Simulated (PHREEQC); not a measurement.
Make-up at 25 °C: 5.8 mmol/kgw KOH, 4.3 mmol/kgw Na2SiO3 and 0.46 mmol/kgw K2CO3. Closed to the air; pH follows from the charge balance.

All values are PHREEQC results (ion-association model, phreeqc.dat), not measurements.

```json
[
 {"quantity": "pH", "before": "11.93", "after": "11.28"},
 {"quantity": "HCO3- (mol/kgw)", "before": "7.17e-6", "after": "7.72e-6"},
 {"quantity": "NaHCO3 (mol/kgw)", "before": "2.69e-8", "after": "6.60e-9"}
]
```

Name the change that produced these shifts.
A. 0.00029 mol/kgw NaOH added
B. diluted 5-fold with water
C. Na2SiO3 replaced by NaBF4 at the same molality
D. KOH from 0.0058 to 0.058 mol/kgw
E. 0.0083 mol/kgw HF added

B, diluted 5-fold with water

This is a speciation only: nothing precipitates in the calculation.
